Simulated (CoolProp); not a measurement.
C3F8 (R218) along the isobar 14.7 MPa: Z from the reference equation and from simpler models built on Tc = 345.0 K, pc = 2.640 MPa, ω = 0.317; each cubic takes its own stable root.

Model: reference Helmholtz-energy equation of state, Lemmon 2006, in CoolProp. It is a short technical equation, of lower accuracy than the large ones.

| T (K) | phase | reference |
|---|---|---|
| 157.4 | liquid | 1.100 |
| 162.1 | liquid | 1.076 |
| 166.8 | liquid | 1.054 |
| 171.5 | liquid | 1.034 |
| 176.2 | liquid | 1.014 |
| 180.9 | liquid | 0.9958 |
| 185.6 | liquid | 0.9785 |
| 190.3 | liquid | 0.9621 |
| 195 | liquid | 0.9466 |
| 199.7 | liquid | 0.9320 |
| 204.4 | liquid | 0.9181 |
| 209.1 | liquid | 0.9050 |
| 213.8 | liquid | 0.8927 |
| 218.5 | liquid | 0.8810 |

Task: How far does each simpler model (van der Waals, Redlich-Kwong, Soave-Redlich-Kwong, Peng-Robinson) lie from the reference over these 14 states: mean and median of the absolute difference, and the worst?

Result: 
- van der Waals: mean 54.5 %, median 54.5 %, worst +57.8 % at 157.4 K and 14.7 MPa
- Redlich-Kwong: mean 7.4 %, median 7.3 %, worst +8.5 % at 157.4 K and 14.7 MPa
- Soave-Redlich-Kwong: mean 5.2 %, median 5.1 %, worst +6.8 % at 157.4 K and 14.7 MPa
- Peng-Robinson: mean 6.2 %, median 6.3 %, worst -7.5 % at 218.5 K and 14.7 MPa
